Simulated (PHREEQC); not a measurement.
Make-up at 20 °C: 0.028 mol MgCl2, 5.4e-05 mol Na2CO3, 3.3e-05 mol H4SiO4 and 0.0005 mol K2SO4 per kg of water. Closed to the air; pH follows from the charge balance.

Model: ion-association model, phreeqc.dat, run in PHREEQC.

This is a speciation only: nothing precipitates in the calculation.

Order these C species by the share of C that they hold, largest first: CO3-2, HCO3-, CO2, MgCO3, MgHCO3+.

HCO3- (66 %), MgCO3 (20 %), MgHCO3+ (9.2 %), CO3-2 (4.7 %), CO2 (0.14 %)

The pH is 8.94 and the ionic strength 0.0845 mol/kgw. Species that the database lacks are ignored.
